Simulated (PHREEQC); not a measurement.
NaOH is added in steps, without added water, to 1 kg of water holding 0.07 mol/kgw H3AsO4 and 0.00022 mol/kgw NaCl, at 25 °C. O2 is buffered at 0.21 atm. No CO2 enters from the air. Nothing may precipitate in this run.

Base run: PHREEQC, ion-association model, wateq4f.dat. Each further column changes one thing. The table gives H3AsO4 (mol/kgw).

```csv
NaOH added (mol),base,NaCl left out,0.034 mol/kgw Na2SO4 added,NaCl from 0.00022 to 0.00044 mol/kgw,solids may form
0,0.0517,0.0517,(withheld),0.0517,0.0517
0.01417,0.0443,0.0443,0.0381,0.0443,0.0443
0.02833,0.0348,0.0348,(withheld),0.0348,0.0348
0.04958,0.0179,0.0179,0.0157,0.0179,0.0179
0.06375,0.00561,0.00561,0.00500,0.00561,0.00561
0.07792,1.05e-5,1.05e-5,(withheld),1.05e-5,1.05e-5
0.09208,2.33e-6,2.33e-6,(withheld),2.33e-6,2.33e-6
0.1062,7.21e-7,7.21e-7,(withheld),7.21e-7,7.21e-7
0.1204,1.78e-7,1.78e-7,(withheld),1.78e-7,1.78e-7
0.1417,8.07e-12,8.06e-12,8.54e-12,8.07e-12,8.07e-12
0.1558,5.74e-14,5.74e-14,5.92e-14,5.74e-14,5.74e-14
0.17,0,0,0,0,0
```

Problem. Complete the blanks.

Solution. 
- 0, 0.034 mol/kgw Na2SO4 added: 0.0448
- 0.02833, 0.034 mol/kgw Na2SO4 added: 0.0300
- 0.07792, 0.034 mol/kgw Na2SO4 added: 1.14e-5
- 0.09208, 0.034 mol/kgw Na2SO4 added: 2.46e-6
- 0.1062, 0.034 mol/kgw Na2SO4 added: 7.48e-7
- 0.1204, 0.034 mol/kgw Na2SO4 added: 1.82e-7

 Solids allowed in the column 'solids may form': Halite.
